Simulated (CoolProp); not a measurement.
Vapour-liquid equilibrium of methanol (1) + n-undecane (2) at 394.3 K; x and y are mole fractions of (1).

Values from CoolProp's multi-fluid Helmholtz-energy mixture model, de Reuck 1993 and Aleksandrov 2011; pair parameters Bell 2016.

| x | bubble pressure (MPa) | y at the bubble point | dew pressure at overall composition x (MPa) | liquid density (mol/L) |
|---|---|---|---|---|
| 0.05 | 0.02034 | 0.515 | 0.01094 | 4.455 |
| 0.2 | 0.1499 | 0.949 | 0.01284 | 5.204 |
| 0.35 | 0.3912 | 0.984 | 0.01555 | 6.158 |
| 0.5 | 0.5489 | 0.989 | 0.01977 | 7.443 |
| 0.65 | 0.5809 | 0.990 | 0.02734 | 9.317 |
| 0.8 | 0.5831 | 0.990 | 0.04522 | 12.37 |
| 0.95 | 0.6306 | 0.995 | 0.1524 | 18.17 |

No azeotrope shows between x = 0.05 and 0.95.

The pair parameters rest on a limited set of measurements; away from them the model extrapolates. The gap from Raoult's law changes sign with composition, which may be real or a fault of the pair parameters; it wasn't checked against measurements. With so large a gap from Raoult's law the liquid may split in two, which this calculation doesn't test in full.
